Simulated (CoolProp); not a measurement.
A single-stage vapour-compression cycle with dimethyl ether: evaporating at 287.15 K (dew point), condensing at 314.15 K (bubble point), superheat 2 K, subcooling 0 K, compressor efficiency 0.85, no pressure losses. Each further row changes one setting.

The numbers come from the reference Helmholtz-energy equation of state, Wu 2011 in CoolProp.

```tsv
case	cooling COP	pressure ratio	discharge temperature (K)	refrigerating effect (kJ/kg)	volumetric capacity (kJ/m³)
as stated	8.02	2.15	326.2	353	3160
evaporating temperature 292.15 K	10.2	1.85	?	358	3720
condensing temperature 309.15 K	10.1	1.89	?	366	?
subcooling 5 K	?	2.15	326.2	366	3270
superheat 12 K	?	2.15	336.3	?	3160
compressor efficiency 0.75	7.08	2.15	?	353	3160
```

What belongs in the gaps?


- evaporating temperature 292.15 K, discharge temperature (K): 324.0
- condensing temperature 309.15 K, discharge temperature (K): 319.6
- condensing temperature 309.15 K, volumetric capacity (kJ/m³): 3280
- subcooling 5 K, cooling COP: 8.31
- superheat 12 K, cooling COP: 8.00
- superheat 12 K, refrigerating effect (kJ/kg): 369
- compressor efficiency 0.75, discharge temperature (K): 329.4
